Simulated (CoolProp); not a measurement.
Vapour-liquid equilibrium of R143a (1) + isobutene (2) at 0.124 bar; x and y are mole fractions of (1).

The numbers come from the multi-fluid Helmholtz-energy mixture model, Lemmon and Jacobsen 2000 and Lemmon 2005; pair parameters Bell 2016 in CoolProp.

```json
[
 {"x": "0.05", "bubble temperature (°C)": "…", "y at the bubble point": "0.605", "dew temperature at overall composition x (°C)": "-51.4", "liquid density (mol/L)": "12.35"},
 {"x": "0.15", "bubble temperature (°C)": "…", "y at the bubble point": "0.821", "dew temperature at overall composition x (°C)": "-53.2", "liquid density (mol/L)": "12.71"},
 {"x": "0.25", "bubble temperature (°C)": "-77.7", "y at the bubble point": "0.870", "dew temperature at overall composition x (°C)": "-55.2", "liquid density (mol/L)": "…"},
 {"x": "0.35", "bubble temperature (°C)": "-79.2", "y at the bubble point": "0.889", "dew temperature at overall composition x (°C)": "-57.4", "liquid density (mol/L)": "13.19"},
 {"x": "0.45", "bubble temperature (°C)": "-79.9", "y at the bubble point": "0.900", "dew temperature at overall composition x (°C)": "-59.9", "liquid density (mol/L)": "…"},
 {"x": "0.55", "bubble temperature (°C)": "…", "y at the bubble point": "0.908", "dew temperature at overall composition x (°C)": "-62.7", "liquid density (mol/L)": "13.66"},
 {"x": "0.65", "bubble temperature (°C)": "-81.0", "y at the bubble point": "0.918", "dew temperature at overall composition x (°C)": "-66.1", "liquid density (mol/L)": "13.91"},
 {"x": "0.75", "bubble temperature (°C)": "…", "y at the bubble point": "0.931", "dew temperature at overall composition x (°C)": "-70.4", "liquid density (mol/L)": "14.19"},
 {"x": "0.85", "bubble temperature (°C)": "-82.3", "y at the bubble point": "0.950", "dew temperature at overall composition x (°C)": "-76.3", "liquid density (mol/L)": "14.50"},
 {"x": "0.95", "bubble temperature (°C)": "-83.0", "y at the bubble point": "0.980", "dew temperature at overall composition x (°C)": "-82.3", "liquid density (mol/L)": "…"}
]
```

What belongs in the gaps?


- 0.05, bubble temperature (°C): -64.5
- 0.15, bubble temperature (°C): -74.4
- 0.25, liquid density (mol/L): 12.96
- 0.45, liquid density (mol/L): 13.42
- 0.55, bubble temperature (°C): -80.5
- 0.75, bubble temperature (°C): -81.6
- 0.95, liquid density (mol/L): 14.83

No azeotrope shows between x = 0.05 and 0.95.

Pair parameters are fitted to limited data, so mixtures are less certain than the pure fluids. With so large a gap from Raoult's law the liquid may split in two, which this calculation doesn't test in full.
